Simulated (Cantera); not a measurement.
Standard-state values (1 bar) from the NASA 1993 polynomials, evaluated with Cantera. Values are per mole of reaction as written; species without (g) are pure solids or liquids, kept so even where they would boil at 1 bar.

Question: Between 423 and 573 K, where is each reaction favourable under standard conditions?
- 3 H(g) + AlCl3(g) ⇌ 3 HCl(g) + Al
- Al(g) + 3 Cl(g) ⇌ AlCl3
- Al2Cl6(g) ⇌ 6 Cl(g) + 2 Al

Answer: 
- 3 H(g) + AlCl3(g) ⇌ 3 HCl(g) + Al: ΔG° is -316 kJ at 423 K and -304 kJ at 573 K; it stays negative (K > 1). ΔH° is -353 kJ and ΔS° -86 J/K at 573 K.
- Al(g) + 3 Cl(g) ⇌ AlCl3: ΔG° is -1166 kJ at 423 K and -1093 kJ at 573 K; it stays negative (K > 1). ΔH° is -1358 kJ and ΔS° -463 J/K at 573 K.
- Al2Cl6(g) ⇌ 6 Cl(g) + 2 Al: ΔG° is 1781 kJ at 423 K and 1694 kJ at 573 K; it stays positive (K < 1). ΔH° is 2029 kJ and ΔS° 585 J/K at 573 K.
